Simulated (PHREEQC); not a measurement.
Model water analysis in mmol/kgw, 65 °C, pH 2.34, pe 10.6: Na 7.03; K 1.74; Ca 0.82; Mg 1.22; Cl 0.91; S(6) 10.6; Cu(2) 0.00403; O(0) (counted as O atoms) 0.054.

Valence states are taken as typed.

Equilibrium calculation in PHREEQC: ion-association model, wateq4f.dat.

```
quantity                       before    after
---------------------------  --------  -------
ionic strength (mol/kgw)       0.0228   0.0242
SO4-2 (mol/kgw)               0.00544  0.00488
K+ (mol/kgw)                  0.00168  0.00168
Mg+2 (mol/kgw)               0.000628  0.00201
MgSO4 (mol/kgw)              0.000592  0.00165
SI of Gypsum (CaSO4:2H2O)       -1.37    -1.42
SI of Epsomite (MgSO4:7H2O)     -4.10    -3.65
```

What was changed between the two runs?
A. Mg from 1.22 to 3.66 mmol/kgw
B. all concentrations times 3 at the same typed pH
C. S(6) from 10.6 to 31.8 mmol/kgw

A, Mg from 1.22 to 3.66 mmol/kgw

No solid was allowed to form. Constants without temperature data keep their 25 °C values here.
